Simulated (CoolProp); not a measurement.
Decamethyltetrasiloxane (MD2M) at several states: Z from the reference equation and from simpler models built on Tc = 599.4 K, pc = 1.144 MPa, ω = 0.635; each cubic takes its own stable root.

The numbers come from the reference Helmholtz-energy equation of state, Thol 2017 in CoolProp.

```tsv
T (K)	p (MPa)	phase	reference	Redlich-Kwong	Soave-Redlich-Kwong	Peng-Robinson
383.1	1.22	liquid	0.1554	0.1871	0.1738	0.1545
397.2	0.132	liquid	0.01659	0.02024	0.01857	0.01647
587.5	2.51	liquid	0.3109	0.3660	0.3591	0.3216
578.1	3.38	liquid	0.4003	0.4596	0.4488	0.4013
490.4	4.41	liquid	0.5057	0.5836	0.5513	0.4903
500	0.436	liquid	0.05209	0.06613	0.05886	0.05196
```
